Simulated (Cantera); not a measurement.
Feed: 1 mol BF3, 30 mol N2, 6.2 mol NH3, held at 1250 °C and 0.100 bar.

These are equilibrium values from Cantera (NASA tables, ideal gas, pure condensed phases), not measurements of a reactor. Candidate condensed phases: B, BN; 31 gas species. The tables' values for BF2 are old estimates; treat these amounts as uncertain. Kinetics and transport are ignored.

Base state: N2 0.761, H2 0.208, BF3 0.0187, HF 0.0121, BHF2 0.000284, BF2 0.000162, H 3.33e-5 (mole fractions); condensed: BN(s).

Question: What changes in the equilibrium state with this change: BF3 replaced by B2O3?

Answer: 
```json
[
 {"species": "N2", "before": "0.761", "after": "0.779"},
 {"species": "H2", "before": "0.208", "after": "0.217"},
 {"species": "HBO2", "before": "0", "after": "0.00250"},
 {"species": "BF3", "before": "0.0187", "after": "0"},
 {"species": "HF", "before": "0.0121", "after": "0"},
 {"species": "H2O", "before": "0", "after": "0.000714"},
 {"species": "HBO", "before": "0", "after": "0.000478"},
 {"species": "B2O3", "before": "0", "after": "0.000345"},
 {"species": "BN(s), mol", "before": "0.169", "after": "0.0486"},
 {"species": "B2O3(l), mol", "before": "0", "after": "0.897"}
]
```
Mutual solubility and eutectic melting of coexisting phases are not modelled. Further candidate phases: B2O3, B3O3H3, H2O.
